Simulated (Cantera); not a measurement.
# Low-pressure radical oxidation in H2/O2

An isothermal, constant-pressure homogeneous reactor starts with 1.96 % H2, 98.0 % O2, equivalence ratio 0.010, at 900 K and 0.0267 bar.

Computed with Cantera and GRI-Mech 3.0 (53 species, 325 reactions). Radical loss at walls, strong at low pressure, is not modelled. Below about 950 K walls govern HO2 and H2O2 in real vessels.

| t (s) | x H2 | x O2 | x H2O | x O | x OH | x H | x H2O2 |
|---|---|---|---|---|---|---|---|
| 5.00e-5 | 0.0196 | 0.980 | <1e-12 | <1e-12 | <1e-12 | <1e-12 | <1e-12 |
| 0.000195 | 0.0196 | 0.980 | <1e-12 | 1.63e-12 | 1.22e-12 | 2.28e-12 | <1e-12 |
| 0.000758 | 0.0196 | 0.980 | 1.81e-11 | 1.98e-11 | 9.65e-12 | 9.84e-12 | <1e-12 |
| 0.00295 | 0.0196 | 0.980 | 2.10e-9 | 1.46e-9 | 5.92e-10 | 5.27e-10 | <1e-12 |
| 0.0115 | 0.0155 | 0.978 | 0.00339 | 0.00164 | 0.000590 | 0.000933 | 2.22e-7 |
| 0.0447 | 0.000222 | 0.980 | 0.0195 | 0.000304 | 8.79e-5 | 1.68e-5 | 1.19e-7 |
| 0.174 | 3.16e-5 | 0.980 | 0.0198 | 3.28e-5 | 2.04e-5 | 4.24e-7 | 4.33e-8 |
| 0.678 | 4.48e-6 | 0.980 | 0.0198 | 3.74e-6 | 6.77e-6 | 1.62e-8 | 1.75e-8 |
| 2.64 | 3.84e-7 | 0.980 | 0.0198 | 4.15e-7 | 2.38e-6 | 6.19e-10 | 5.76e-9 |
| 10.3 | 1.45e-8 | 0.980 | 0.0198 | 5.31e-8 | 8.67e-7 | 2.76e-11 | 1.52e-9 |
| 40.0 | 2.31e-10 | 0.980 | 0.0198 | 9.30e-9 | 3.62e-7 | 1.98e-12 | 3.88e-10 |
x: mole fraction; the columns are a selection and need not sum to one.

Equilibrium at this temperature and pressure: H2 <1e-12, O2 0.980, H2O 0.0198, O 3.29e-11, OH 2.13e-8, H <1e-12, H2O2 2.18e-12 (gas phase only).
